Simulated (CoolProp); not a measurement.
A single-stage vapour-compression cycle with fluoroethane (R161): evaporating at 276.15 K (dew point), condensing at 339.15 K (bubble point), superheat 5 K, subcooling 2 K, compressor efficiency 0.65, no pressure losses. Each further row changes one setting.

Model: reference Helmholtz-energy equation of state, Wu 2012, in CoolProp.

```json
[
 {"case": "as stated", "cooling COP": "(withheld)", "pressure ratio": "5.12", "discharge temperature (K)": "387.0", "refrigerating effect (kJ/kg)": "237", "volumetric capacity (kJ/m³)": "2600"},
 {"case": "evaporating temperature 281.15 K", "cooling COP": "2.27", "pressure ratio": "4.37", "discharge temperature (K)": "382.5", "refrigerating effect (kJ/kg)": "(withheld)", "volumetric capacity (kJ/m³)": "3070"},
 {"case": "condensing temperature 334.15 K", "cooling COP": "2.27", "pressure ratio": "4.60", "discharge temperature (K)": "(withheld)", "refrigerating effect (kJ/kg)": "250", "volumetric capacity (kJ/m³)": "2740"},
 {"case": "subcooling 7 K", "cooling COP": "2.12", "pressure ratio": "5.12", "discharge temperature (K)": "387.0", "refrigerating effect (kJ/kg)": "250", "volumetric capacity (kJ/m³)": "2740"},
 {"case": "superheat 15 K", "cooling COP": "(withheld)", "pressure ratio": "5.12", "discharge temperature (K)": "397.6", "refrigerating effect (kJ/kg)": "250", "volumetric capacity (kJ/m³)": "(withheld)"},
 {"case": "compressor efficiency 0.55", "cooling COP": "(withheld)", "pressure ratio": "5.12", "discharge temperature (K)": "398.7", "refrigerating effect (kJ/kg)": "237", "volumetric capacity (kJ/m³)": "2600"}
]
```

### Question
What belongs in the gaps?

### Answer

- as stated, cooling COP: 2.00
- evaporating temperature 281.15 K, refrigerating effect (kJ/kg): 240
- condensing temperature 334.15 K, discharge temperature (K): 379.9
- superheat 15 K, cooling COP: 2.01
- superheat 15 K, volumetric capacity (kJ/m³): 2610
- compressor efficiency 0.55, cooling COP: 1.69
